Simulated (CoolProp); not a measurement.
The fluid at 293.15 K and 0.378 MPa flows at 0.51 m/s in a round tube of 2 mm bore and 0.25 µm roughness, fully developed (64/Re and Nu = 3.66 if laminar; Colebrook and Gnielinski if turbulent). The same conditions are run with several fluids, on thermodynamics alone (safety and materials aside).

Values from CoolProp's reference Helmholtz-energy equation of state of each fluid (ammonia: Gao 2020; propane: Lemmon 2009; C2F6 (R116): Lemmon 2006; ethane: Bücker 2006; CH2F2 (R32): Tillner-Roth 1997).

Task: Rank ammonia, propane, C2F6 (R116), ethane, CH2F2 (R32) by Reynolds number, highest first.

Result: C2F6 (R116) (1640), propane (934), CH2F2 (R32) (659), ethane (529), ammonia (287)

| fluid | Darcy friction factor | pressure drop (Pa/m) | heat-transfer coefficient (W/(m² K)) | mass flow (kg/h) |
|---|---|---|---|---|
| ammonia | 0.223 | 40.1 | 45.4 | 0.0159 |
| propane | 0.0685 | 32.7 | 32.7 | 0.0423 |
| C2F6 (R116) | 0.0389 | 56.6 | 26.5 | 0.129 |
| ethane | 0.121 | 37.8 | 37.8 | 0.0277 |
| CH2F2 (R32) | 0.0971 | 53.7 | 24.8 | 0.0490 |

Transport values come from each fluid's own correlations; those of C2F6 (R116), CH2F2 (R32) are estimates that may be off by 10 % or more.
